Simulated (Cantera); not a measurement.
Charge: 1 mol MgO, 0.57 mol NF3, held at 1330 Pa.

Cantera equilibrium calculation (NASA polynomials, part measured and part estimated; ideal gas, pure solids and liquids). Candidate condensed phases: Mg, MgF2, MgO; 24 gas species. Mutual solubility and eutectic melting of coexisting phases are not modelled. Kinetics and transport are ignored.

log p: log10 of the partial pressure in bar; n: condensed amount in mol.

```
T (°C)  log p O2  log p N2  log p MgF2  log p NO  n MgF2(s)  n MgO(s)  n MgF2(l)
------  --------  --------  ----------  --------  ---------  --------  ---------
777        -2.10     -2.27       -9.88     -6.07      0.855     0.145          0
827        -2.10     -2.27       -9.02     -5.86      0.855     0.145          0
877        -2.10     -2.27       -8.24     -5.68      0.855     0.145          0
927        -2.10     -2.27       -7.52     -5.50      0.855     0.145          0
977        -2.10     -2.27       -6.86     -5.34      0.855     0.145          0
1027       -2.10     -2.27       -6.26     -5.20      0.855     0.145          0
1077       -2.10     -2.27       -5.70     -5.06      0.855     0.145          0
1127       -2.10     -2.27       -5.18     -4.93      0.855     0.145          0
1177       -2.10     -2.27       -4.70     -4.82      0.854     0.145          0
1227       -2.10     -2.28           …         …      0.852     0.145          0
1277       -2.10     -2.28       -3.86     -4.61          0     0.145      0.848
1327       -2.11     -2.28           …         …          0     0.145      0.839
1377       -2.12     -2.29       -3.23     -4.44          0     0.145      0.822
1427       -2.14     -2.31       -2.95     -4.37          0     0.145      0.789
```

**Question.** What belongs in the gaps?

**Answer.** 
- 1227, log p MgF2: -4.26
- 1227, log p NO: -4.71
- 1327, log p MgF2: -3.53
- 1327, log p NO: -4.52
